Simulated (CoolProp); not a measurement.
A Linde-Hampson liquefier for oxygen: isothermal reversible compression at 250 K from 1 atm to 15 MPa, throttling to 1 atm, return gas leaving the recuperator 2 K below the feed. Each further row changes one setting.

Computed with CoolProp (reference Helmholtz-energy equation of state, Schmidt 1985).

```csv
case,liquid yield per pass,compression work (kJ/kg of gas)
as stated,…,313
high pressure 30 MPa,…,…
warm-end temperature 280 K,…,356
warm-end gap 7 K,0.125,313
```

### Question
What belongs in the gaps?

### Answer

- as stated, liquid yield per pass: 0.136
- high pressure 30 MPa, liquid yield per pass: 0.219
- high pressure 30 MPa, compression work (kJ/kg of gas): 352
- warm-end temperature 280 K, liquid yield per pass: 0.097
